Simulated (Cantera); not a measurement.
An isothermal, constant-pressure homogeneous reactor starts with CH₄ : H₂O = 1 : 3.1 (molar parts), at 1450 K and 180000 Pa.

Model: GRI-Mech 3.0 (53 species, 325 reactions), integrated in Cantera.

x: mole fraction; the columns are a selection and need not sum to one.

| t (s) | x CH₄ | x H₂O | x HO₂ | x C₂H | x H | x CH₃ | x H₂ |
|---|---|---|---|---|---|---|---|
| 0.000500 | 0.244 | 0.756 | <1e-12 | <1e-12 | 1.80e-8 | 4.25e-5 | 6.91e-5 |
| 0.00227 | 0.243 | 0.756 | <1e-12 | <1e-12 | 2.58e-8 | 5.69e-5 | 0.000361 |
| 0.0103 | 0.241 | 0.755 | <1e-12 | 2.18e-12 | 7.77e-8 | 8.17e-5 | 0.00244 |
| 0.0467 | 0.228 | 0.749 | <1e-12 | 7.56e-11 | 3.30e-7 | 7.88e-5 | 0.0168 |
| 0.212 | (withheld) | 0.720 | <1e-12 | 4.04e-10 | (withheld) | (withheld) | (withheld) |
| 0.963 | 0.110 | 0.660 | <1e-12 | 8.08e-10 | 2.42e-6 | 3.10e-5 | 0.172 |
| 4.37 | (withheld) | (withheld) | <1e-12 | 6.20e-10 | (withheld) | (withheld) | (withheld) |
| 19.8 | 0.0640 | 0.456 | <1e-12 | 1.63e-10 | 4.27e-6 | 1.50e-5 | 0.368 |
| 90.0 | 0.0335 | 0.372 | <1e-12 | 2.21e-11 | 4.76e-6 | 7.06e-6 | 0.455 |

### Question
Some entries are withheld; supply them.

### Answer

- 0.212, x CH₄: 0.185
- 0.212, x H: 1.07e-6
- 0.212, x CH₃: 5.59e-5
- 0.212, x H₂: 0.0696
- 4.37, x CH₄: 0.0757
- 4.37, x H₂O: 0.566
- 4.37, x H: 3.71e-6
- 4.37, x CH₃: 2.08e-5
- 4.37, x H₂: 0.272
